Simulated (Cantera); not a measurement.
A closed system holds: 1 mol Si₃N₄, a varied amount of CO₂, 61 mol H₂, at 1025 K and 1 atm.

Equilibrium computed with Cantera from the NASA thermochemical tables; the gas is ideal and each condensed phase is pure. Candidate condensed phases: C, C₆H₆, C₇H₈, C₈H₁₈, H₂O, Si, SiC, SiO₂, Si₂N₂O, Si₃N₄; 151 gas species. Mutual solubility and eutectic melting of coexisting phases are not modelled. Kinetics and transport are ignored.

Question: Which condensed phases are stable at each of these points (n(CO₂) (mol)): 0.41, 0.47, 0.54, 0.61, 0.7, 0.8, 0.91, 1, 1.2, 1.4, 1.5, 1.8, 2?

Answer: 
```json
[
 {"n(CO₂) (mol)": "0.41", "condensed phases": "Si₂N₂O(s) + Si₃N₄(s)", "Si condensed (%)": "100.0"},
 {"n(CO₂) (mol)": "0.47", "condensed phases": "Si₂N₂O(s) + Si₃N₄(s)", "Si condensed (%)": "100.0"},
 {"n(CO₂) (mol)": "0.54", "condensed phases": "Si₂N₂O(s) + Si₃N₄(s)", "Si condensed (%)": "100.0"},
 {"n(CO₂) (mol)": "0.61", "condensed phases": "Si₂N₂O(s) + Si₃N₄(s)", "Si condensed (%)": "100.0"},
 {"n(CO₂) (mol)": "0.7", "condensed phases": "Si₂N₂O(s) + Si₃N₄(s)", "Si condensed (%)": "100.0"},
 {"n(CO₂) (mol)": "0.8", "condensed phases": "SiO₂(β-quartz) + Si₂N₂O(s)", "Si condensed (%)": "100.0"},
 {"n(CO₂) (mol)": "0.91", "condensed phases": "SiO₂(β-quartz) + Si₂N₂O(s)", "Si condensed (%)": "100.0"},
 {"n(CO₂) (mol)": "1", "condensed phases": "SiO₂(β-quartz) + Si₂N₂O(s)", "Si condensed (%)": "100.0"},
 {"n(CO₂) (mol)": "1.2", "condensed phases": "SiO₂(β-quartz) + Si₂N₂O(s)", "Si condensed (%)": "100.0"},
 {"n(CO₂) (mol)": "1.4", "condensed phases": "SiO₂(β-quartz) + Si₂N₂O(s)", "Si condensed (%)": "100.0"},
 {"n(CO₂) (mol)": "1.5", "condensed phases": "SiO₂(β-quartz) + Si₂N₂O(s)", "Si condensed (%)": "100.0"},
 {"n(CO₂) (mol)": "1.8", "condensed phases": "SiO₂(β-quartz) + Si₂N₂O(s)", "Si condensed (%)": "100.0"},
 {"n(CO₂) (mol)": "2", "condensed phases": "SiO₂(β-quartz) + Si₂N₂O(s)", "Si condensed (%)": "100.0"}
]
```

From 0.41 mol CO₂ to 0.7 mol CO₂ the condensed part is Si₂N₂O(s) + Si₃N₄(s). From 0.8 mol CO₂ to 2 mol CO₂ the condensed part is SiO₂(β-quartz) + Si₂N₂O(s).
